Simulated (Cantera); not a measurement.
Input (Python, Cantera) and output of one run.

```python
import numpy as np
import cantera as ct

gas_names = [...]  # 123 gases of nasa_gas.yaml made of C, H, O, Si
cond_names = """
    C(gr) C6H6(L) C7H8(L) C8H18(L),n-octa H2O(s) H2O(L) Si(cr) Si(L) SiC(b) SiO2(Lqz) SiO2(hqz) SiO2(L)
""".split()


# ... load() reads the species with a 1 bar reference pressure and builds the phases ...
atoms = {
    'HMDSO': {'Si': 2, 'C': 6, 'H': 18, 'O': 1},
    'H2O': {'H': 2, 'O': 1},
    'H2': {'H': 2},
}
top_T = {'C(gr)': 4500, 'SiC(b)': 3050}  # K; cautious upper limits of use, not melting points


# ... equilibrate(T, P, feed) seeds the gas with the atoms and calls Mixture.equilibrate('TP', solver="vcs", rtol=1e-11, max_steps=5000) ...
results = []
feed = {'HMDSO': 1, 'H2O': 0.31, 'H2': 46}  # mol
T = 1475  # K
P = 1333.22  # Pa
mix = equilibrate(T, P, feed)
results.append((T, P, feed, dict(zip(mix.species_names, mix.species_moles))))
print(gas.report(threshold=1e-06))
for i in range(1, mix.n_phases):
    print(f"{mix.phase(i).name:16s} {mix.phase_moles(i):12.5e} mol")
```

Output:

```
       temperature   1475 K
          pressure   1333.2 Pa
           density   0.00028467 kg/m^3
  mean mol. weight   2.6186 kg/kmol
   phase of matter   gas

                          1 kg             1 kmol
                     ---------------   ---------------
          enthalpy         1.262e+07        3.3048e+07  J
   internal energy        7.9371e+06        2.0784e+07  J
           entropy             82788        2.1679e+05  J/K
    Gibbs function       -1.0949e+08       -2.8672e+08  J
 heat capacity c_p             12344             32324  J/K
 heat capacity c_v            9168.9             24010  J/K

                      mass frac. Y      mole frac. X     chem. pot. / RT
                     ---------------   ---------------   ---------------
               CH4        0.00022649        3.6969e-05           -47.949
                CO           0.24703          0.023095            -43.81
    C2H2,acetylene        6.4762e-05         6.513e-06           -27.212
                 H        4.2732e-05        0.00011101           -11.448
                H2           0.75194           0.97671           -22.895
               SiO        0.00068508        4.0694e-05           -51.216
     [ +117 minor]         5.318e-06        7.5389e-07

C(gr)             2.69181e+00 mol
Si(cr)            0.00000e+00 mol
SiC(b)            1.99770e+00 mol
SiO2(hqz)         0.00000e+00 mol
```

These are equilibrium values from Cantera (NASA tables, ideal gas, pure condensed phases), not measurements of a reactor. The feed counts by its element totals alone.
